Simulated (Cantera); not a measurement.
Cantera run, input and output.

```python
import numpy as np
import cantera as ct

gas = ct.Solution("gri30.yaml")
gas.TPX = 1900, 14000, {'CH4': 1, 'H2': 26, 'N2': 0.86}
reactor = ct.IdealGasConstPressureReactor(gas, energy="off", clone=False)
net = ct.ReactorNet([reactor])
net.rtol, net.atol = 1e-08, 1e-18
show = ['CH4', 'H2', 'C2H', 'H', 'CH2', 'CH3', 'C2H6']
times = np.geomspace(6e-06, 2, 9)

steps = ct.SolutionArray(gas, extra=["t"])
rows = []
print(f"{'t/s':>10s}{'T/K':>9s}{'P/Pa':>11s}" + "".join(f"{s:>11s}" for s in show))
for t in times:
    while net.time < t:
        t_next = net.step()
        steps.append(gas.state, t=t_next)
    rows.append([np.interp(t, steps.t, y) for y in (steps.T, steps.P, *steps(*show).X.T)])
    print(f"{t:10.3e}{rows[-1][0]:9.1f}{rows[-1][1]:11.4g}" + "".join(f"{x:11.3e}" for x in rows[-1][2:]))
rate = np.gradient(steps.T, steps.t)
print("integrator steps:", len(steps.t))
if steps.T.max() > steps.T[0] + 200:
    print(f"time of steepest temperature rise: {steps.t[rate.argmax()]:.4e} s")
gas.TPX = 1900, 14000, {'CH4': 1, 'H2': 26, 'N2': 0.86}
gas.equilibrate("TP")
print(f"equilibrium (TP): T = {gas.T:.1f} K  " + "  ".join(f"{s} {gas[s].X[0]:.3e}" for s in show))
```

Output:

```
       t/s      T/K       P/Pa        CH4         H2        C2H          H        CH2        CH3       C2H6
 6.000e-06   1900.0    1.4e+04  3.589e-02  9.332e-01  6.076e-21  9.273e-06  4.981e-11  7.669e-06  3.613e-11
 2.941e-05   1900.0    1.4e+04  3.586e-02  9.332e-01  3.075e-17  4.666e-05  1.831e-09  3.633e-05  3.722e-09
 1.442e-04   1900.0    1.4e+04  3.571e-02  9.330e-01  1.426e-13  2.289e-04  4.887e-08  1.752e-04  2.076e-07
 7.067e-04   1900.0    1.4e+04  3.490e-02  9.324e-01  6.007e-10  1.020e-03  8.894e-07  7.598e-04  3.544e-06
 3.464e-03   1900.0    1.4e+04  2.980e-02  9.342e-01  5.696e-08  1.834e-03  2.308e-06  1.163e-03  6.255e-06
 1.698e-02   1900.0    1.4e+04  1.652e-02  9.416e-01  2.393e-07  1.929e-03  1.494e-06  6.734e-04  2.038e-06
 8.324e-02   1900.0    1.4e+04  4.882e-03  9.481e-01  4.149e-07  2.034e-03  5.231e-07  2.088e-04  1.903e-07
 4.080e-01   1900.0    1.4e+04  1.117e-03  9.502e-01  4.767e-07  2.076e-03  1.280e-07  4.866e-05  1.109e-08
 2.000e+00   1900.0    1.4e+04  4.942e-04  9.506e-01  4.870e-07  2.083e-03  5.741e-08  2.160e-05  2.949e-09
integrator steps: 871
equilibrium (TP): T = 1900.0 K  CH4 3.997e-04  H2 9.506e-01  C2H 3.320e-07  H 2.083e-03  CH2 4.644e-08  CH3 1.747e-05  C2H6 1.955e-09
```

Cantera simulation using GRI-Mech 3.0 (53 species, 325 reactions); the numbers are that mechanism's predictions, not measurements. GRI-Mech 3.0 stops at C3 and has no aromatics, soot or wall deposition, so with more carbon than oxygen in the feed, carbon stays in small species such as C2H2 where larger ones or solid carbon would form.
